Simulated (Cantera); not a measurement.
Input (Python, Cantera):

```python
import numpy as np
import cantera as ct

gas = ct.Solution("gri30.yaml")
gas.TPX = 1450, 2666, {'H2': 0.012, 'O2': 1}
inlet = ct.Reservoir(gas, clone=True)

reactor = ct.IdealGasConstPressureReactor(gas, energy="off", clone=False)
exhaust = ct.Reservoir(gas, clone=True)
tau = [1.1, 0.57, 0.3, 0.15, 0.08, 0.042, 0.022, 0.011, 0.0059, 0.003, 0.0016][0]
for a, b in ((inlet, reactor), (reactor, exhaust)):
    ct.MassFlowController(a, b, mdot=lambda t: reactor.mass / tau)
net = ct.ReactorNet([reactor])
show = ['H2', 'O2', 'OH', 'H2O', 'H2O2', 'HO2']

rows = []
print(f"{'tau/s':>10s}{'T/K':>9s}" + "".join(f"{s:>11s}" for s in show))
for tau in [1.1, 0.57, 0.3, 0.15, 0.08, 0.042, 0.022, 0.011, 0.0059, 0.003, 0.0016]:
    net.initial_time = 0.0
    net.advance(30 * tau)
    before = gas.X
    net.advance(40 * tau)
    drift = np.max(np.abs(gas.X - before) / (gas.X + 1e-9))
    rows.append([gas.T, *gas[show].X, drift])
    print(f"{tau:10.3e}{gas.T:9.1f}" + "".join(f"{x:11.3e}" for x in gas[show].X))
```

Output:

```
     tau/s      T/K         H2         O2         OH        H2O       H2O2        HO2
 1.100e+00   1450.0  1.887e-05  9.858e-01  7.706e-04  1.150e-02  9.037e-09  3.120e-07
 5.700e-01   1450.0  2.734e-05  9.849e-01  9.253e-04  1.139e-02  1.090e-08  3.916e-07
 3.000e-01   1450.0  3.890e-05  9.837e-01  1.089e-03  1.128e-02  1.276e-08  4.759e-07
 1.500e-01   1450.0  5.650e-05  9.822e-01  1.270e-03  1.113e-02  1.468e-08  5.679e-07
 8.000e-02   1450.0  7.945e-05  9.809e-01  1.426e-03  1.100e-02  1.627e-08  6.455e-07
 4.200e-02   1450.0  1.149e-04  9.796e-01  1.571e-03  1.085e-02  1.775e-08  7.148e-07
 2.200e-02   1450.0  1.734e-04  9.786e-01  1.705e-03  1.070e-02  1.922e-08  7.747e-07
 1.100e-02   1450.0  2.856e-04  9.780e-01  1.854e-03  1.048e-02  2.110e-08  8.351e-07
 5.900e-03   1450.0  4.682e-04  9.778e-01  2.016e-03  1.019e-02  2.342e-08  8.943e-07
 3.000e-03   1450.0  8.259e-04  9.779e-01  2.240e-03  9.698e-03  2.689e-08  9.689e-07
 1.600e-03   1450.0  1.416e-03  9.784e-01  2.483e-03  8.967e-03  3.084e-08  1.043e-06
```

Model: GRI-Mech 3.0 (53 species, 325 reactions), integrated in Cantera. Radical loss at walls, strong at low pressure, is not modelled.
